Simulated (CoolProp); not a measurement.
R115 along the isotherm 309.6 K: fugacity coefficient from the reference equation and from simpler models built on Tc = 353.1 K, pc = 31.29 bar, ω = 0.248; each cubic takes its own stable root.

The numbers come from the reference Helmholtz-energy equation of state, Lemmon 2016 in CoolProp.

```
p (bar)   phase  reference  Soave-Redlich-Kwong  Peng-Robinson
-------  ------  ---------  -------------------  -------------
4.69        gas     0.9253               0.9228         0.9168
9.39        gas     0.8493               0.8461         0.8353
14.1     liquid     0.6953                    …              …
18.8     liquid     0.5336               0.5409              …
23.5     liquid     0.4367               0.4438         0.4298
28.2     liquid     0.3722               0.3792         0.3661
32.9     liquid     0.3263               0.3331         0.3207
37.6     liquid          …               0.2987         0.2868
42.2     liquid     0.2659               0.2725         0.2609
46.9     liquid          …               0.2511         0.2398
```

### Question
What belongs in the gaps?

### Answer

- 14.1, Soave-Redlich-Kwong: 0.7031
- 14.1, Peng-Robinson: 0.6849
- 18.8, Peng-Robinson: 0.5254
- 37.6, reference: 0.2920
- 46.9, reference: 0.2446
